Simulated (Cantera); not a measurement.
What does this Cantera script print?

```python
import numpy as np
import cantera as ct

gas_names = """
    H HO2 H2 H2O H2O2 O OH O2 O3 Si SiH SiH2 SiH3 SiH4 SiO SiO2 Si2 Si3
""".split()
cond_names = """
    H2O(s) H2O(L) Si(cr) Si(L) SiO2(Lqz) SiO2(hqz) SiO2(L)
""".split()


# ... load() reads the species with a 1 bar reference pressure and builds the phases ...
atoms = {
    'Si2H6': {'Si': 2, 'H': 6},
    'O2': {'O': 2},
    'H2': {'H': 2},
}
top_T = {}  # K; cautious upper limits of use, not melting points


# ... equilibrate(T, P, feed) seeds the gas with the atoms and calls Mixture.equilibrate('TP', solver="vcs", rtol=1e-11, max_steps=5000) ...
results = []
feed = {'Si2H6': 1, 'O2': 0.26, 'H2': 0.13}  # mol
T = 1375  # K
P = 450  # Pa
mix = equilibrate(T, P, feed)
results.append((T, P, feed, dict(zip(mix.species_names, mix.species_moles))))
x = sorted(zip(gas.X, gas.species_names), reverse=True)
print(f"T = {T:g} K  P = {P:g} Pa  gas = {mix.phase_moles(0):.4g} mol")
print("   x: " + "  ".join(f"{s} {v:.3e}" for v, s in x if v > 1e-05))
print("   condensed (mol): " + ("  ".join(f"{mix.phase(i).name} {mix.phase_moles(i):.4g}"
      for i in range(1, mix.n_phases) if mix.phase_moles(i) > 1e-12) or "none"))
```

Result:

```
T = 1375 K  P = 450 Pa  gas = 3.16 mol
   x: H2 9.904e-01  SiO 9.549e-03  H 5.083e-05
   condensed (mol): Si(cr) 1.725  SiO2(hqz) 0.2449
```

These are equilibrium values from Cantera (NASA tables, ideal gas, pure condensed phases), not measurements of a reactor. The feed counts by its element totals alone. Mutual solubility and eutectic melting of coexisting phases are not modelled. The tables hold silica as quartz up to 1696 K and as liquid above; real silica turns to tridymite and cristobalite and melts near 1996 K.
